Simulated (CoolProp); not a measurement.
Vapour-liquid equilibrium of propylene (1) + R114 (2) at 307.4 K; x and y are mole fractions of (1).

Values from CoolProp's multi-fluid Helmholtz-energy mixture model, Lemmon 2013 and Platzer 1990; pair parameters Bell 2016. This equation is an older, rougher fit; its heat capacities, sound speeds and derivatives of the liquid may be far off and weren't checked against measurements.

Problem. Give the bubble pressure and the first vapour's composition at x = 0.05, 0.45, 0.55. Is there an azeotrope?

Solution. x = 0.05: 3.572 bar, y = 0.222; x = 0.45: 8.783 bar, y = 0.772; x = 0.55: 9.860 bar, y = 0.821. No azeotrope shows between x = 0.05 and 0.95.

The pair parameters rest on a limited set of measurements; away from them the model extrapolates.
